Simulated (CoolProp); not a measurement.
Vapour-liquid equilibrium of hydrogen sulfide (1) + isobutane (2) at 171 kPa; x and y are mole fractions of (1).

Values from CoolProp's multi-fluid Helmholtz-energy mixture model, Lemmon 2006 and Bücker 2006; pair parameters Kunz 2012.

```csv
x,"bubble temperature, mixture model (K)","bubble temperature, Raoult's law (K)","y, mixture model","y, Raoult's law"
0.05,264.2,268.5,?,0.263
0.125,251.5,260.2,?,0.506
0.2,243.1,253.7,?,0.652
0.275,237.6,248.6,0.834,0.748
0.35,234.0,244.3,0.871,0.813
0.425,?,240.6,?,0.861
0.5,230.0,237.5,0.907,0.896
0.575,?,234.8,?,0.923
0.65,227.9,232.3,0.927,0.944
0.725,227.1,230.2,0.937,0.960
0.8,226.2,228.2,0.947,0.974
0.875,?,226.4,0.962,0.985
0.95,224.4,224.8,0.982,0.995
```

Task: Some entries are withheld; supply them.

Result: 
- 0.05, y, mixture model: 0.360
- 0.125, y, mixture model: 0.640
- 0.2, y, mixture model: 0.769
- 0.425, bubble temperature, mixture model (K): 231.6
- 0.425, y, mixture model: 0.893
- 0.575, bubble temperature, mixture model (K): 228.8
- 0.575, y, mixture model: 0.918
- 0.875, bubble temperature, mixture model (K): 225.4

The largest gap from Raoult's law is -11.0 K in bubble temperature, at x = 0.275. No azeotrope shows between x = 0.05 and 0.95.

Pair parameters are fitted to limited data, so mixtures are less certain than the pure fluids.
